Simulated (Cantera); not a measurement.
Charge: 1 mol FeCl3, 11 mol N2, 0.88 mol HCl, equilibrated at 1450 K and 1.33 mbar.

Method: chemical equilibrium by Gibbs-energy minimisation in Cantera with the NASA 1993 tables (ideal gas, pure condensed phases). Candidate condensed phases: Fe, FeCl2, FeCl3, NH4Cl; 18 gas species. Equilibrium is a limit: real reactors are often held back by kinetics, nucleation or transport.

Base state: N2 0.796, FeCl2 0.0716, Cl 0.0650, HCl 0.0637, Cl2 0.00331, FeCl3 0.000690 (mole fractions); condensed: gas only.

**Question.** What changes in the equilibrium state with this change: FeCl3 replaced by MgCl2?

**Answer.** 
| species | before | after |
|---|---|---|
| N2 | 0.796 | 0.854 |
| MgCl2 | 0 | 0.0776 |
| HCl | 0.0637 | 0.0676 |
| FeCl2 | 0.0716 | 0 |
| Cl | 0.0650 | 0.000743 |
| FeCl3 | 0.000690 | 0 |
| H2 | 4.27e-8 | 0.000368 |
| Cl2 | 0.00331 | 4.32e-7 |
Further candidate phases: Mg, MgCl2.

**Question.** What changes in the equilibrium state with this change: FeCl3 replaced by CsCl?

**Answer.** 
| species | before | after |
|---|---|---|
| N2 | 0.796 | 0.854 |
| CsCl | 0 | 0.0776 |
| HCl | 0.0637 | 0.0676 |
| FeCl2 | 0.0716 | 0 |
| Cl | 0.0650 | 0.000742 |
| FeCl3 | 0.000690 | 0 |
| H2 | 4.27e-8 | 0.000369 |
| Cl2 | 0.00331 | 4.32e-7 |
Further candidate phases: Cs, CsCl.

**Question.** What changes in the equilibrium state with this change: temperature from 1450 K to 623.15 K?

**Answer.** 
```tsv
species	before	after
N2	0.796	0.879
HCl	0.0637	0.0704
Fe2Cl6	<1e-9	0.0286
FeCl2	0.0716	1.93e-5
Cl	0.0650	4.35e-8
FeCl3	0.000690	0.0205
Cl2	0.00331	0.00106
FeCl2(s), mol	0	0.0263
```
